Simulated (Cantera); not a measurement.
# S + SO2 (abatement and gas-phase synthesis)

Charge: 1 mol S, 0.038 mol SO2, at 6400000 Pa.

Equilibrium computed with Cantera from the NASA thermochemical tables; the gas is ideal and each condensed phase is pure. Candidate condensed phases: S; 10 gas species. The ideal-gas law is rough above about 30 bar. Equilibrium is a limit: real reactors are often held back by kinetics, nucleation or transport.

```
T (°C)   x S2     x SO   x SO2       x S   x S2O
------  -----  -------  ------  --------  ------
1500    0.913  0.00310  0.0548   7.11e-5  0.0294
1600    0.912  0.00479  0.0543  0.000156  0.0288
1700    0.911  0.00704  0.0534  0.000317  0.0281
1800    0.910  0.00993  0.0522  0.000602  0.0274
1900    0.908   0.0135  0.0507   0.00108  0.0267
2000    0.906   0.0178  0.0489   0.00183  0.0258
2100    0.903   0.0228  0.0467   0.00297  0.0249
2200    0.899   0.0284  0.0443   0.00463  0.0239
2300    0.894   0.0345  0.0415   0.00698  0.0228
2400    0.889   0.0410  0.0386    0.0102  0.0217
2500    0.882   0.0478  0.0355    0.0145  0.0205
2600    0.874   0.0546  0.0324    0.0201  0.0192
2700    0.864   0.0614  0.0292    0.0271  0.0179
2800    0.853   0.0678  0.0262    0.0360  0.0166
```
x: gas mole fraction; nothing condenses.

From 1500 °C to 2800 °C nothing is condensed.
